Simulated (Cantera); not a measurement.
Input (Python, Cantera):

```python
import numpy as np
import cantera as ct

gas = ct.Solution("h2o2.yaml")


def delay(T, t_max=10):
    gas.TPX = T, 42000, {'H2': 1, 'O2': 0.357, 'N2': 1.34}
    reactor = ct.IdealGasReactor(gas, clone=False)
    net = ct.ReactorNet([reactor])
    net.rtol, net.atol = 1e-8, 1e-16
    while net.time < t_max:
        t_old, T_old = net.time, reactor.T
        net.step()
        if reactor.T > T + 400:  # ignition: a rise of 400 K
            return t_old + (T + 400 - T_old) / (reactor.T - T_old) * (net.time - t_old)
    return np.nan


taus = []
for T in [975, 1050, 1125, 1200, 1275, 1350, 1425]:
    taus.append(delay(T))
    print(f"T0 = {T:6g} K   tau = {taus[-1]:.4e} s")

# d ln(tau) / d ln(k), from doubling and halving each rate constant
T, sens = 1200, []
for i in range(gas.n_reactions):
    gas.set_multiplier(2.0, i)
    up = delay(T)
    gas.set_multiplier(0.5, i)
    down = delay(T)
    gas.set_multiplier(1.0, i)
    sens.append((np.log(up / down) / np.log(4.0), gas.reaction(i).equation))
sens.sort(key=lambda x: -abs(x[0]))
print(f"sensitivities at {T} K")
for s, eq in sens[:10]:
    print(f"{s:8.3f}  {eq}")
```

It prints:

```
T0 =    975 K   tau = 5.7405e-04 s
T0 =   1050 K   tau = 2.7583e-04 s
T0 =   1125 K   tau = 1.6427e-04 s
T0 =   1200 K   tau = 1.0941e-04 s
T0 =   1275 K   tau = 7.9132e-05 s
T0 =   1350 K   tau = 6.1549e-05 s
T0 =   1425 K   tau = 5.1200e-05 s
sensitivities at 1200 K
  -0.727  H + O2 <=> O + OH
  -0.128  H2 + O <=> H + OH
  -0.054  H + HO2 <=> H2 + O2
  -0.051  H2 + OH <=> H + H2O
  -0.023  H + O2 + H2O <=> HO2 + H2O
  -0.008  H + HO2 <=> 2 OH
  -0.007  H + OH + M <=> H2O + M
  -0.006  2 H + H2O <=> H2 + H2O
   0.005  H + O2 + M <=> HO2 + M
  -0.003  2 H + M <=> H2 + M
```

Model: the H2/O2 subset of GRI-Mech 3.0, which has no nitrogen chemistry, integrated in Cantera. Where the delays flatten at high temperature, the 400 K rule measures the pace of heat release, not the induction time.
